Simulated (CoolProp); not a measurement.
A simple Rankine cycle with chloromethane (R40): condensing at 308.15 K, boiler at 4.1 MPa, turbine inlet 388.2 K, turbine efficiency 0.65, pump efficiency 0.8, no recuperator. Each further row changes one setting.

Values from CoolProp's reference Helmholtz-energy equation of state, Thol 2014.

```tsv
case	thermal efficiency (%)	net work (kJ/kg)	heat in (kJ/kg)	turbine exit temperature (K)	volume ratio over the turbine
as stated	10.4	37.9	364	308.1	5.42
turbine inlet 408.2 K	___	43.4	402	308.1	4.92
condensing temperature 300.15 K	11.4	43.1	378	300.2	6.69
boiler pressure 2.87 MPa	9.0	36.1	___	311.8	3.44
turbine efficiency 0.55	___	31.3	364	308.1	5.52
```

### Question
Fill in the missing entries.

### Answer

- turbine inlet 408.2 K, thermal efficiency (%): 10.8
- boiler pressure 2.87 MPa, heat in (kJ/kg): 401
- turbine efficiency 0.55, thermal efficiency (%): 8.6

The expansion ends wet for: as stated; turbine inlet 408.2 K; condensing temperature 300.15 K; turbine efficiency 0.55.
